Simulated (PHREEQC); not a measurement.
Model water analysis in mg/L, 20 °C, pH 6.31, pe -0: Na 0.22; K 0.487; Ca 0.311; Mg 0.0993; Cl 0.0441; S(6) as SO4 0.851; Alkalinity as HCO3 1.63; N(-3) as NH4 0.00354; B 0.000101; Sr 0.0181.

Valence states are taken as typed.

The numbers come from PHREEQC with the ion-association model, phreeqc.dat.

The ionic strength is 6.73e-5 mol/kgw and the charge-balance error is 0.7 %.

```csv
species,molality,activity,log γ
CO2,3.18e-5,3.18e-5,0.000
HCO3-,2.72e-5,2.69e-5,-0.004
K+,1.24e-5,1.23e-5,-0.004
Na+,9.57e-6,9.48e-6,-0.004
SO4-2,8.84e-6,8.51e-6,-0.016
Ca+2,7.75e-6,7.46e-6,-0.016
Mg+2,4.08e-6,3.93e-6,-0.016
Cl-,1.24e-6,1.23e-6,-0.004
H+,4.94e-7,4.90e-7,-0.004
Sr+2,2.06e-7,1.99e-7,-0.016
```

Precipitation was switched off in this run.
